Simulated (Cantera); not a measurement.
Catalytic stagnation flow on Pt

A jet of CH4 : O2 : N2 = 0.042 : 0.11 : 0.79 (molar parts) at 300 K and 90.0 Torr hits a platinum plate 4.8 cm away at a mass flux of 0.15 kg/m²/s; the plate temperature is set and raised in steps from an oxygen-covered start.

Model: Deutschmann's 1995 Pt surface mechanism with GRI-Mech 3.0 gas chemistry, integrated in Cantera. Catalytic surfaces can have several steady states; this one follows from the mechanism file's or the stated starting coverage.

```json
[
 {"plate T (K)": "850", "wall x CH4": "0.0379", "wall x O2": "0.103", "wall x H2O": "0.0125", "wall x OH": "<1e-8", "wall x CO": "9.94e-6", "wall x CO2": "0.00817", "θ free Pt": "0.135", "θ O*": "0.864", "θ OH*": "0.00111"},
 {"plate T (K)": "900", "wall x CH4": "0.0313", "wall x O2": "0.0883", "wall x H2O": "0.0250", "wall x OH": "2.77e-8", "wall x CO": "1.19e-5", "wall x CO2": "0.0163", "θ free Pt": "0.201", "θ O*": "0.798", "θ OH*": "0.00146"},
 {"plate T (K)": "950", "wall x CH4": "0.0239", "wall x O2": "0.0727", "wall x H2O": "0.0386", "wall x OH": "8.93e-8", "wall x CO": "1.29e-5", "wall x CO2": "0.0253", "θ free Pt": "0.277", "θ O*": "0.721", "θ OH*": "0.00165"},
 {"plate T (K)": "1000", "wall x CH4": "0.0178", "wall x O2": "0.0597", "wall x H2O": "0.0499", "wall x OH": "2.50e-7", "wall x CO": "1.33e-5", "wall x CO2": "0.0328", "θ free Pt": "0.357", "θ O*": "0.641", "θ OH*": "0.00167"},
 {"plate T (K)": "1050", "wall x CH4": "0.0134", "wall x O2": "0.0505", "wall x H2O": "0.0579", "wall x OH": "6.05e-7", "wall x CO": "1.36e-5", "wall x CO2": "0.0381", "θ free Pt": "0.436", "θ O*": "0.562", "θ OH*": "0.00158"},
 {"plate T (K)": "1100", "wall x CH4": "0.0104", "wall x O2": "0.0443", "wall x H2O": "0.0633", "wall x OH": "1.32e-6", "wall x CO": "1.43e-5", "wall x CO2": "0.0417", "θ free Pt": "0.512", "θ O*": "0.487", "θ OH*": "0.00143"},
 {"plate T (K)": "1150", "wall x CH4": "0.00841", "wall x O2": "0.0401", "wall x H2O": "0.0668", "wall x OH": "2.62e-6", "wall x CO": "1.55e-5", "wall x CO2": "0.0441", "θ free Pt": "0.582", "θ O*": "0.417", "θ OH*": "0.00126"},
 {"plate T (K)": "1200", "wall x CH4": "0.00703", "wall x O2": "0.0373", "wall x H2O": "0.0692", "wall x OH": "4.87e-6", "wall x CO": "1.72e-5", "wall x CO2": "0.0457", "θ free Pt": "0.646", "θ O*": "0.353", "θ OH*": "0.00109"}
]
```
x: mole fraction at the wall; θ: surface coverage.
